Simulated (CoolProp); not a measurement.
Vapour pressure (MPa) of octamethyltrisiloxane (MDM): the reference equation beside estimates from Tc = 292.2 °C, pc = 1.438 MPa, ω = 0.528. Clausius-Clapeyron is anchored at 196.85 °C with a constant enthalpy of vaporisation of 30.83 kJ/mol.

Model: reference Helmholtz-energy equation of state, Thol 2017, in CoolProp.

| T (°C) | reference | Lee-Kesler | Clausius-Clapeyron | van der Waals |
|---|---|---|---|---|
| 162.75 | 0.1315 | 0.1302 | 0.1529 | 0.4636 |
| 171.25 | 0.1614 | 0.1598 | 0.1799 | … |
| 179.85 | 0.1967 | 0.1948 | 0.2107 | 0.5551 |
| 188.35 | 0.2370 | 0.2348 | … | 0.6046 |
| 196.85 | 0.2833 | … | 0.2833 | 0.6567 |
| 205.45 | 0.3369 | … | 0.3265 | 0.7122 |
| 213.95 | 0.3971 | 0.3939 | 0.3737 | 0.7699 |
| 222.45 | 0.4650 | 0.4617 | 0.4259 | 0.8303 |
| 231.05 | 0.5424 | 0.5391 | 0.4838 | 0.8944 |

Problem. Complete the blanks.

Solution. 
- 171.25, van der Waals: 0.5078
- 188.35, Clausius-Clapeyron: 0.2450
- 196.85, Lee-Kesler: 0.2808
- 205.45, Lee-Kesler: 0.3340

Absolute difference from the reference over all 9 rows, mean and median: Lee-Kesler 0.9 and 0.9 %, Clausius-Clapeyron 7.4 and 7.1 %, van der Waals 142.8 and 131.8 %.
